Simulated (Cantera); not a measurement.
## Thermodynamics of calcination and drying, feed MgSO₄ + H₂

Feed: 1 mol MgSO₄, 0.052 mol H₂, equilibrated at 1.00 bar.

Equilibrium computed with Cantera from the NASA thermochemical tables; the gas is ideal and each condensed phase is pure. Candidate condensed phases: H₂O, H₂SO₄, Mg, MgO, Mg(OH)₂, MgS, MgSO₄, S; 26 gas species. Mutual solubility and eutectic melting of coexisting phases are not modelled. Kinetics and transport are ignored.

| T (°C) | log p SO₂ | log p H₂O | log p O₂ | log p SO₃ | log p OH | n MgO(s) | n MgSO₄(s) |
|---|---|---|---|---|---|---|---|
| 625 | -0.30 | -0.30 | <-12 | -6.95 | -11.13 | 0.0520 | 0.948 |
| 725 | -0.30 | -0.30 | -10.58 | -5.32 | -9.08 | 0.0520 | 0.948 |
| 825 | -0.30 | -0.30 | -7.01 | -4.00 | -7.42 | 0.0520 | 0.948 |
| 925 | -0.30 | -0.30 | -4.07 | -2.92 | -6.03 | 0.0521 | 0.948 |
| 1025 | -0.29 | -0.34 | -1.62 | -2.01 | -4.89 | 0.0586 | 0.941 |
| 1125 | -0.19 | -1.46 | -0.52 | -1.64 | -4.71 | 1.00 | 0 |
| 1225 | -0.19 | -1.46 | -0.51 | -1.87 | -4.31 | 1.00 | 0 |
| 1325 | -0.19 | -1.47 | -0.51 | -2.07 | -3.95 | 1.00 | 0 |
| 1425 | -0.19 | -1.47 | -0.51 | -2.25 | -3.64 | 1.00 | 0 |
| 1525 | -0.19 | -1.47 | -0.51 | -2.42 | -3.36 | 1.00 | 0 |
| 1625 | -0.18 | -1.47 | -0.51 | -2.56 | -3.11 | 1.000 | 0 |
| 1725 | -0.18 | -1.48 | -0.51 | -2.69 | -2.89 | 1.000 | 0 |
log p: log10 of the partial pressure in bar; n: condensed amount in mol.

From 625 °C to 1025 °C the condensed part is MgO(s) + MgSO₄(s). From 1125 °C to 1725 °C the condensed part is MgO(s).
